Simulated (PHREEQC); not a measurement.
Make-up at 27 °C: 11 mmol/kgw NH4HF2, 0.5 mmol/kgw H2SiF6, 8.2 mmol/kgw H3PO4 and 10 mmol/kgw H2SO4. Closed to the air; pH follows from the charge balance.

Equilibrium calculation in PHREEQC: ion-association model, phreeqc.dat.

This is a speciation only: nothing precipitates in the calculation.

Task: Order these S species by the share of S that they hold, largest first: SO4-2, HSO4-, NH4SO4-.

Result: SO4-2 (58 %), HSO4- (37 %), NH4SO4- (4.2 %)

The pH is 2.00 and the ionic strength 0.0284 mol/kgw. SiF6-2 is the database's only silicon fluoride.
